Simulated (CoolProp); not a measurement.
Dimethyl ether along the isobar 22.9 MPa: Z from the reference equation and from simpler models built on Tc = 400.4 K, pc = 5.337 MPa, ω = 0.196; each cubic takes its own stable root.

The numbers come from the reference Helmholtz-energy equation of state, Wu 2011 in CoolProp.

| T (K) | phase | reference |
|---|---|---|
| 188.9 | liquid | 0.8128 |
| 236.4 | liquid | 0.6953 |
| 283.8 | liquid | 0.6248 |
| 331.3 | liquid | 0.5847 |
| 378.7 | liquid | 0.5691 |
| 426.1 | supercritical | 0.5789 |
| 473.6 | supercritical | 0.6203 |

Question: How far does each simpler model (van der Waals, Soave-Redlich-Kwong) lie from the reference over these 7 states: mean and median of the absolute difference, and the worst?

Answer: 
- van der Waals: mean 46.1 %, median 49.0 %, worst +61.3 % at 188.9 K and 22.9 MPa
- Soave-Redlich-Kwong: mean 9.4 %, median 8.9 %, worst +12.3 % at 473.6 K and 22.9 MPa
